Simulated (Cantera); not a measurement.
Mixture: CH₄ : O₂ : N₂ = 1 : 2.78 : 10.4 (molar parts), equivalence ratio 0.72, at 101000 Pa, adiabatic and at constant pressure. Ignition delay is the time to a rise of 400 K.

Cantera simulation using GRI-Mech 3.0 (53 species, 325 reactions); the numbers are that mechanism's predictions, not measurements.

**Question.** What does this change do: CH4 1 to 0.74 parts?

**Answer.** 
```json
[
 {"quantity": "delay at 1298 K", "before": "10.0 ms", "after": "8.60 ms"},
 {"quantity": "delay at 1348 K", "before": "5.37 ms", "after": "4.65 ms"},
 {"quantity": "delay at 1398 K", "before": "2.99 ms", "after": "2.62 ms"},
 {"quantity": "delay at 1448 K", "before": "1.73 ms", "after": "1.54 ms"},
 {"quantity": "delay at 1498 K", "before": "1.05 ms", "after": "0.951 ms"},
 {"quantity": "delay at 1548 K", "before": "0.659 ms", "after": "0.611 ms"},
 {"quantity": "delay at 1598 K", "before": "0.432 ms", "after": "0.408 ms"},
 {"quantity": "apparent activation energy between 1498 and 1598 K", "before": "180 kJ/mol", "after": "170 kJ/mol"}
]
```

**Question.** What does this change do: O2 2.78 to 1.3 parts?

**Answer.** 
| quantity | before | after |
|---|---|---|
| delay at 1298 K | 10.0 ms | 32.2 ms |
| delay at 1348 K | 5.37 ms | 16.8 ms |
| delay at 1398 K | 2.99 ms | 9.02 ms |
| delay at 1448 K | 1.73 ms | 4.95 ms |
| delay at 1498 K | 1.05 ms | 2.80 ms |
| delay at 1548 K | 0.659 ms | 1.64 ms |
| delay at 1598 K | 0.432 ms | 0.995 ms |
| apparent activation energy between 1498 and 1598 K | 180 kJ/mol | 210 kJ/mol |
